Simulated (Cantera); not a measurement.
Charge: 1 mol ZrO₂, 48 mol H₂, 15 mol N₂, held at 2023.15 K and 1 atm.

Equilibrium computed with Cantera from the NASA thermochemical tables; the gas is ideal and each condensed phase is pure. Candidate condensed phases: H₂O, Zr, ZrN, ZrO₂; 28 gas species. Mutual solubility and eutectic melting of coexisting phases are not modelled. ZrN: taken at fixed stoichiometry. Condensed phases not in the tables: solid solutions among these carbides, nitrides and lower oxides. Kinetics and transport are ignored.

Base state: H₂ 0.760, N₂ 0.238, H 0.00165, H₂O 0.000146 (mole fractions); condensed: ZrN(s) + ZrO₂(tetragonal).

Task: What changes in the equilibrium state with this change: pressure from 1 atm to 0.0300 bar?

Result: 
```json
[
 {"species": "H₂", "before": "0.760", "after": "0.753"},
 {"species": "N₂", "before": "0.238", "after": "0.237"},
 {"species": "H", "before": "0.00165", "after": "0.00953"},
 {"species": "H₂O", "before": "0.000146", "after": "6.01e-5"},
 {"species": "ZrN(s), mol", "before": "0.00461", "after": "0.00190"},
 {"species": "ZrO₂(tetragonal), mol", "before": "0.995", "after": "0.998"}
]
```
